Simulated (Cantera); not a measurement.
Charge: 1 mol Zr, 0.023 mol H2O, 360 mol H2, 5.4 mol N2O, equilibrated at 100000 Pa.

These are equilibrium values from Cantera (NASA tables, ideal gas, pure condensed phases), not measurements of a reactor. Candidate condensed phases: H2O, Zr, ZrN, ZrO2; 28 gas species. The numbers say what is thermodynamically allowed, not how fast it happens.

x: gas mole fraction; n: condensed amount in mol.

| T (K) | x H2 | x H | x N2 | x H2O | x OH | n ZrO2(monoclinic) | n ZrO2(tetragonal) | n ZrO2(s) |
|---|---|---|---|---|---|---|---|---|
| 1323 | 0.976 | 1.57e-6 | 0.0148 | 0.00937 | [?] | 1.00 | 0 | 0 |
| 1523 | 0.976 | 2.28e-5 | 0.0148 | 0.00937 | [?] | 0 | 1.00 | 0 |
| 1723 | 0.976 | 0.000180 | 0.0148 | 0.00937 | [?] | 0 | 1.00 | 0 |
| 1923 | 0.975 | 0.000930 | 0.0148 | 0.00936 | [?] | 0 | 1.00 | 0 |
| 2123 | 0.972 | 0.00354 | 0.0148 | 0.00935 | [?] | 0 | 1.00 | 0 |
| 2323 | 0.965 | 0.0107 | 0.0147 | 0.00930 | [?] | 0 | 1.000 | 0 |
| 2523 | 0.949 | 0.0271 | 0.0146 | 0.00918 | [?] | 0 | 1.000 | 0 |
| 2723 | 0.917 | 0.0593 | 0.0143 | 0.00894 | [?] | 0 | 0 | 0.994 |

**Question.** What belongs in the gaps?

**Answer.** 
- 1323, x OH: 2.18e-10
- 1523, x OH: 6.76e-9
- 1723, x OH: 9.48e-8
- 1923, x OH: 7.69e-7
- 2123, x OH: 4.20e-6
- 2323, x OH: 1.71e-5
- 2523, x OH: 5.57e-5
- 2723, x OH: 0.000151
